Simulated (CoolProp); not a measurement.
Vapour-liquid equilibrium of R152A (1) + R113 (2) at 47.15 °C; x and y are mole fractions of (1).

Computed with CoolProp (multi-fluid Helmholtz-energy mixture model, Outcalt 1996 and Marx 1992; pair parameters Bell 2016).

```json
[
 {"x": "0.05", "bubble pressure (MPa)": "0.1869", "y at the bubble point": "0.473", "dew pressure at overall composition x (MPa)": "0.1051", "liquid density (mol/L)": "8.208"},
 {"x": "0.125", "bubble pressure (MPa)": "0.3061", "y at the bubble point": "0.688", "dew pressure at overall composition x (MPa)": "0.1140", "liquid density (mol/L)": "8.446"},
 {"x": "0.2", "bubble pressure (MPa)": "0.4108", "y at the bubble point": "0.775", "dew pressure at overall composition x (MPa)": "0.1245", "liquid density (mol/L)": "8.695"},
 {"x": "0.275", "bubble pressure (MPa)": "0.5016", "y at the bubble point": "0.823", "dew pressure at overall composition x (MPa)": "0.1371", "liquid density (mol/L)": "8.956"},
 {"x": "0.35", "bubble pressure (MPa)": "0.5799", "y at the bubble point": "0.854", "dew pressure at overall composition x (MPa)": "0.1526", "liquid density (mol/L)": "9.230"},
 {"x": "0.425", "bubble pressure (MPa)": "0.6480", "y at the bubble point": "0.876", "dew pressure at overall composition x (MPa)": "0.1719", "liquid density (mol/L)": "9.520"},
 {"x": "0.5", "bubble pressure (MPa)": "0.7083", "y at the bubble point": "0.893", "dew pressure at overall composition x (MPa)": "0.1967", "liquid density (mol/L)": "9.829"},
 {"x": "0.575", "bubble pressure (MPa)": "0.7637", "y at the bubble point": "0.907", "dew pressure at overall composition x (MPa)": "0.2297", "liquid density (mol/L)": "10.16"},
 {"x": "0.65", "bubble pressure (MPa)": "0.8166", "y at the bubble point": "0.921", "dew pressure at overall composition x (MPa)": "0.2756", "liquid density (mol/L)": "10.51"},
 {"x": "0.725", "bubble pressure (MPa)": "0.8694", "y at the bubble point": "0.935", "dew pressure at overall composition x (MPa)": "0.3437", "liquid density (mol/L)": "10.90"},
 {"x": "0.8", "bubble pressure (MPa)": "0.9245", "y at the bubble point": "0.949", "dew pressure at overall composition x (MPa)": "0.4534", "liquid density (mol/L)": "11.32"},
 {"x": "0.875", "bubble pressure (MPa)": "0.9836", "y at the bubble point": "0.966", "dew pressure at overall composition x (MPa)": "0.6457", "liquid density (mol/L)": "11.79"},
 {"x": "0.95", "bubble pressure (MPa)": "1.049", "y at the bubble point": "0.985", "dew pressure at overall composition x (MPa)": "0.9278", "liquid density (mol/L)": "12.32"}
]
```

No azeotrope shows between x = 0.05 and 0.95.

The pair parameters rest on a limited set of measurements; away from them the model extrapolates.
